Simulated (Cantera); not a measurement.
Charge: 1 mol (CH3)2SiCl2, 0.0048 mol C3H8, 2 mol H2, 2.8 mol HCl, equilibrated at 10.0 mbar.

Cantera equilibrium calculation (NASA polynomials, part measured and part estimated; ideal gas, pure solids and liquids). Candidate condensed phases: C, C6H6, C7H8, C8H18, Si, SiC; 109 gas species. The feed counts by its element totals alone. The tables' values for SiCl3, SiCl are old estimates; treat these amounts as uncertain. The numbers say what is thermodynamically allowed, not how fast it happens.

x: gas mole fraction; n: condensed amount in mol.

```json
[
 {"T (°C)": "1250", "x HCl": "0.506", "x H2": "0.476", "x SiCl2": "0.0140", "x H": "0.000159", "x Cl": "0.000136", "x SiCl3": "0.00221", "n C(graphite)": "1.17", "n SiC(s)": "0.847"},
 {"T (°C)": "1325", "x HCl": "0.499", "x H2": "0.479", "x SiCl2": "0.0187", "x H": "0.000368", "x Cl": "0.000304", "x SiCl3": "0.00187", "n C(graphite)": "1.20", "n SiC(s)": "0.814"},
 {"T (°C)": "1400", "x HCl": "0.490", "x H2": "0.483", "x SiCl2": "[?]", "x H": "[?]", "x Cl": "[?]", "x SiCl3": "0.00156", "n C(graphite)": "1.24", "n SiC(s)": "0.773"},
 {"T (°C)": "1475", "x HCl": "0.479", "x H2": "0.487", "x SiCl2": "0.0296", "x H": "0.00159", "x Cl": "0.00121", "x SiCl3": "0.00130", "n C(graphite)": "1.29", "n SiC(s)": "0.726"},
 {"T (°C)": "1550", "x HCl": "0.467", "x H2": "0.491", "x SiCl2": "0.0354", "x H": "0.00304", "x Cl": "0.00220", "x SiCl3": "0.00108", "n C(graphite)": "1.34", "n SiC(s)": "0.676"},
 {"T (°C)": "1625", "x HCl": "0.453", "x H2": "0.496", "x SiCl2": "[?]", "x H": "[?]", "x Cl": "[?]", "x SiCl3": "0.000892", "n C(graphite)": "1.39", "n SiC(s)": "[?]"},
 {"T (°C)": "1700", "x HCl": "0.437", "x H2": "0.498", "x SiCl2": "0.0470", "x H": "0.00953", "x Cl": "0.00624", "x SiCl3": "0.000736", "n C(graphite)": "1.44", "n SiC(s)": "0.571"},
 {"T (°C)": "1775", "x HCl": "0.420", "x H2": "0.500", "x SiCl2": "0.0522", "x H": "0.0158", "x Cl": "0.00985", "x SiCl3": "0.000605", "n C(graphite)": "1.49", "n SiC(s)": "0.516"}
]
```

Task: What belongs in the gaps?

Result: 
- 1625, x SiCl2: 0.0413
- 1625, x H: 0.00550
- 1625, x Cl: 0.00379
- 1625, n SiC(s): 0.624
- 1400, x SiCl2: 0.0240
- 1400, x H: 0.000791
- 1400, x Cl: 0.000628
